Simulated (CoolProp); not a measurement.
Ethanol along the isotherm 288.45 °C: density (kg/m³) from the reference equation and from simpler models built on Tc = 241.6 °C, pc = 6.268 MPa, ω = 0.644; each cubic takes its own stable root.

Computed with CoolProp (reference Helmholtz-energy equation of state, Schroeder 2014).

```json
[
 {"p (MPa)": "3.92", "phase": "gas", "reference": "44.80"},
 {"p (MPa)": "7.83", "phase": "supercritical", "reference": "116.1"},
 {"p (MPa)": "11.8", "phase": "supercritical", "reference": "284.6"},
 {"p (MPa)": "15.7", "phase": "supercritical", "reference": "397.2"},
 {"p (MPa)": "19.6", "phase": "supercritical", "reference": "448.5"},
 {"p (MPa)": "23.5", "phase": "supercritical", "reference": "480.3"},
 {"p (MPa)": "27.4", "phase": "supercritical", "reference": "503.2"},
 {"p (MPa)": "31.3", "phase": "supercritical", "reference": "521.2"},
 {"p (MPa)": "35.3", "phase": "supercritical", "reference": "536.5"},
 {"p (MPa)": "39.2", "phase": "supercritical", "reference": "549.2"},
 {"p (MPa)": "43.1", "phase": "supercritical", "reference": "560.4"},
 {"p (MPa)": "47", "phase": "supercritical", "reference": "570.4"},
 {"p (MPa)": "50.9", "phase": "supercritical", "reference": "579.5"},
 {"p (MPa)": "54.8", "phase": "supercritical", "reference": "587.9"},
 {"p (MPa)": "58.8", "phase": "supercritical", "reference": "595.8"},
 {"p (MPa)": "62.7", "phase": "supercritical", "reference": "603.0"}
]
```

### Question
How far does each simpler model (ideal gas, van der Waals, Redlich-Kwong, Soave-Redlich-Kwong, Peng-Robinson) lie from the reference over these 16 states: mean and median of the absolute difference, and the worst?

### Answer
- ideal gas: mean 31.1 %, median 31.5 %, worst -61.0 % at 288.45 °C and 15.7 MPa
- van der Waals: mean 28.1 %, median 32.3 %, worst -33.8 % at 288.45 °C and 62.7 MPa
- Redlich-Kwong: mean 14.5 %, median 15.8 %, worst +17.1 % at 288.45 °C and 7.83 MPa
- Soave-Redlich-Kwong: mean 18.0 %, median 19.3 %, worst -25.2 % at 288.45 °C and 15.7 MPa
- Peng-Robinson: mean 11.5 %, median 10.8 %, worst -18.8 % at 288.45 °C and 15.7 MPa
